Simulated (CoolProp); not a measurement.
A single-stage vapour-compression cycle with the fluid: evaporating at 293.15 K (dew point), condensing at 340.15 K (bubble point), superheat 10 K, subcooling 0 K, compressor efficiency 0.8, no pressure losses. The same conditions are run with several fluids, on thermodynamics alone (safety and materials aside).

Values from CoolProp's reference Helmholtz-energy equation of state of each fluid (CH2F2 (R32): Tillner-Roth 1997; c-C4F8 (RC318): Platzer 1990; R245fa: Akasaka 2015; benzene: Thol 2012; cyclopentane: Gedanitz 2015; isohexane: Lemmon 2006). The equations of Platzer and Polt are older, rougher fits.

```csv
fluid,cooling COP,pressure ratio,discharge temperature (K),refrigerating effect (kJ/kg),volumetric capacity (kJ/m³)
CH2F2 (R32),3.15,3.10,391.0,189,7150
c-C4F8 (RC318),3.25,3.75,340.2,59.7,1370
R245fa,3.97,4.57,349.2,139,948
benzene,4.40,6.63,373.1,364,114
cyclopentane,4.34,5.06,362.5,332,325
isohexane,4.08,5.47,341.7,258,205
```

The compression ends wet for: c-C4F8 (RC318).
